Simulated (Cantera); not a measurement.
## Premixed flame

A freely propagating, adiabatic, planar premixed flame of 33.5 % H2, 14.0 % O2, 52.6 % N2, unburnt at 625 K and 623 Torr; unity-Lewis-number transport, grid criteria slope 0.08 and curve 0.16, no radiation.

Cantera simulation using the H2/O2 subset of GRI-Mech 3.0, which has no nitrogen chemistry; the numbers are that mechanism's predictions, not measurements. Unity Lewis numbers drop preferential diffusion, which matters most where H2 and H carry the flame. Burning velocities carry a grid error of a few per cent, more on coarse grids.

```
z (mm)  T (K)  u (m/s)    x H2     x O2      x H    x H2O      x OH       x O
------  -----  -------  ------  -------  -------  -------  --------  --------
-1.41     625     5.61   0.335    0.140    <1e-8    <1e-8     <1e-8     <1e-8
-0.938    625     5.61   0.335    0.140    <1e-8  1.45e-7     <1e-8     <1e-8
-0.704    625     5.61   0.335    0.140    <1e-8  1.72e-6     <1e-8     <1e-8
-0.469    625     5.61   0.335    0.140    <1e-8  2.78e-5     <1e-8   1.67e-8
-0.235    647     5.80   0.332    0.138  5.61e-5  0.00277   9.99e-6   1.01e-5
-0.117    837     7.42   0.305    0.125  0.00476   0.0317  0.000425  0.000394
0        1286     11.1   0.177   0.0692   0.0533    0.143   0.00400   0.00577
0.117    1579     13.3  0.0860   0.0264   0.0852    0.222    0.0107    0.0114
0.235    1724     14.4  0.0753   0.0179   0.0778    0.239    0.0138    0.0117
0.469    1884     15.5  0.0762   0.0143   0.0619    0.249    0.0161   0.00992
0.938    2049     16.7  0.0766   0.0111   0.0463    0.261    0.0172   0.00753
1.88     2207     17.7  0.0752  0.00796   0.0328    0.274    0.0168   0.00511
3.75     2345     18.6  0.0727  0.00514   0.0221    0.288    0.0149   0.00308
```
x: mole fraction of selected species; z is measured from the peak of heat release.

```json
{
 "laminar_burning_velocity": "561 cm/s",
 "thermal_thickness": "0.469 mm",
 "peak x(H)": "0.0853",
 "peak x(OH)": "0.0173",
 "peak x(O)": "0.0119",
 "grid_points": "125"
}
```
